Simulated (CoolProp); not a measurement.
A simple Rankine cycle with n-heptane: condensing at 315.15 K, boiler at 1.96 MPa, turbine inlet 521.9 K, turbine efficiency 0.9, pump efficiency 0.6, no recuperator. Each further row changes one setting.

Values from CoolProp's reference Helmholtz-energy equation of state, Span 2003. It is a short technical equation, of lower accuracy than the large ones.

```
case                             thermal efficiency (%)  net work (kJ/kg)  heat in (kJ/kg)  turbine exit temperature (K)  volume ratio over the turbine
-------------------------------  ----------------------  ----------------  ---------------  ----------------------------  -----------------------------
as stated                                          20.9               152              730                         427.7                            205
turbine inlet 541.9 K                              20.5               164              797                           [?]                            179
condensing temperature 307.15 K                    21.9               163              748                         422.5                            [?]
boiler pressure 1.37 MPa                           19.8               151              762                         442.7                            114
turbine efficiency 0.8                             18.5               135              730                         435.4                            [?]
```

Task: What belongs in the gaps?

Result: 
- turbine inlet 541.9 K, turbine exit temperature (K): 452.2
- condensing temperature 307.15 K, volume ratio over the turbine: 290
- turbine efficiency 0.8, volume ratio over the turbine: 208
